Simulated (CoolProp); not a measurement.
Aqueous potassium acetate as a coolant, at 12 °C, 1 atm.

Model: Melinder's fits for secondary coolants, in CoolProp.

```json
[
 {"mass %": "3.1", "freezing point (°C)": "[?]", "Prandtl number": "9.39", "density (kg/m³)": "1018", "viscosity (mPa s)": "1.33", "conductivity (W/(m K))": "0.575"},
 {"mass %": "7.2", "freezing point (°C)": "-3.1", "Prandtl number": "10.2", "density (kg/m³)": "[?]", "viscosity (mPa s)": "1.46", "conductivity (W/(m K))": "0.562"},
 {"mass %": "11.4", "freezing point (°C)": "[?]", "Prandtl number": "11.2", "density (kg/m³)": "1060", "viscosity (mPa s)": "1.62", "conductivity (W/(m K))": "0.548"},
 {"mass %": "15.5", "freezing point (°C)": "-7.8", "Prandtl number": "12.3", "density (kg/m³)": "1080", "viscosity (mPa s)": "1.80", "conductivity (W/(m K))": "0.535"},
 {"mass %": "19.7", "freezing point (°C)": "-11.0", "Prandtl number": "13.6", "density (kg/m³)": "1102", "viscosity (mPa s)": "2.02", "conductivity (W/(m K))": "0.521"},
 {"mass %": "23.8", "freezing point (°C)": "[?]", "Prandtl number": "15.3", "density (kg/m³)": "1125", "viscosity (mPa s)": "2.29", "conductivity (W/(m K))": "0.508"},
 {"mass %": "28", "freezing point (°C)": "-20.1", "Prandtl number": "17.4", "density (kg/m³)": "1150", "viscosity (mPa s)": "2.64", "conductivity (W/(m K))": "0.496"},
 {"mass %": "32.2", "freezing point (°C)": "-26.8", "Prandtl number": "20.1", "density (kg/m³)": "1174", "viscosity (mPa s)": "3.09", "conductivity (W/(m K))": "0.484"},
 {"mass %": "36.3", "freezing point (°C)": "-34.5", "Prandtl number": "23.6", "density (kg/m³)": "1197", "viscosity (mPa s)": "3.66", "conductivity (W/(m K))": "0.472"},
 {"mass %": "40.5", "freezing point (°C)": "[?]", "Prandtl number": "28.1", "density (kg/m³)": "1222", "viscosity (mPa s)": "[?]", "conductivity (W/(m K))": "0.460"}
]
```

Some entries are withheld; supply them.


- 3.1, freezing point (°C): -1.1
- 7.2, density (kg/m³): 1039
- 11.4, freezing point (°C): -5.3
- 23.8, freezing point (°C): -14.9
- 40.5, freezing point (°C): -43.2
- 40.5, viscosity (mPa s): 4.41
